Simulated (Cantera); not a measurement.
Feed: 1 mol Ta2O5, 0.68 mol CO, 4.3 mol H2, equilibrated at 898 K.

Cantera equilibrium calculation (NASA polynomials, part measured and part estimated; ideal gas, pure solids and liquids). Candidate condensed phases: C, C6H6, C7H8, C8H18, H2O, Ta, TaC, Ta2O5; 113 gas species. The numbers say what is thermodynamically allowed, not how fast it happens.

x: gas mole fraction; n: condensed amount in mol.

| P (Pa) | x H2 | x CH4 | x H2O | x CO | x CO2 | n Ta2O5(s) | n C(graphite) |
|---|---|---|---|---|---|---|---|
| 10 | 0.863 | 2.04e-5 | 3.48e-5 | 0.137 | 1.28e-5 | 1.000 | ? |
| 100 | 0.863 | 0.000239 | 0.000297 | 0.136 | 0.000109 | 1.00 | ? |
| 1000 | 0.861 | 0.00238 | 0.00288 | 0.132 | 0.00103 | 1.00 | ? |
| 10000 | 0.840 | 0.0226 | 0.0228 | 0.107 | 0.00677 | 1.00 | ? |
| 100000 | 0.728 | 0.117 | 0.104 | 0.0388 | 0.0129 | 1.00 | 0 |
| 1000000 | 0.630 | 0.184 | 0.183 | 0.00166 | 0.00112 | 1.00 | 0 |

Task: Some entries are withheld; supply them.

Result: 
- 10, n C(graphite): 0
- 100, n C(graphite): 0.000832
- 1000, n C(graphite): 0.00761
- 10000, n C(graphite): 0.0329
